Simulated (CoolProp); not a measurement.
A simple Rankine cycle with ethanol: condensing at 319.15 K, boiler at 2.39 MPa, turbine inlet 502 K, turbine efficiency 0.7, pump efficiency 0.8, no recuperator. Each further row changes one setting.

Computed with CoolProp (reference Helmholtz-energy equation of state, Schroeder 2014).

| case | thermal efficiency (%) | net work (kJ/kg) | heat in (kJ/kg) | turbine exit temperature (K) | volume ratio over the turbine |
|---|---|---|---|---|---|
| as stated | 18.1 | 210 | 1160 | 352.1 | 80.6 |
| turbine inlet 522 K | 18.5 | 224 | 1210 | 375.9 | 80.1 |
| condensing temperature 311.15 K | 19.1 | 225 | 1180 | 342.1 | 118 |
| boiler pressure 1.67 MPa | 17.3 | 204 | 1180 | 369.8 | 56.0 |
| turbine efficiency 0.6 | 15.5 | 179 | 1160 | 370.6 | 85.0 |
